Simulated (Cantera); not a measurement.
Feed: 1 mol FeS, 29 mol H2, held at 352 °C and 22.0 Pa.

Method: chemical equilibrium by Gibbs-energy minimisation in Cantera with the NASA 1993 tables (ideal gas, pure condensed phases). Candidate condensed phases: Fe, FeS, FeS2, S; 8 gas species. FeS: taken at fixed stoichiometry. Kinetics and transport are ignored.

Base state: H2 1.000 (mole fractions); condensed: Fe(α) + FeS(s).

What changes in the equilibrium state with this change: FeS replaced by FeS2?


```csv
species,before,after
H2,1.000,0.966
H2S,9.17e-6,0.0345
"Fe(α), mol",0.000266,0
"FeS(s), mol",1.000,1.00
```
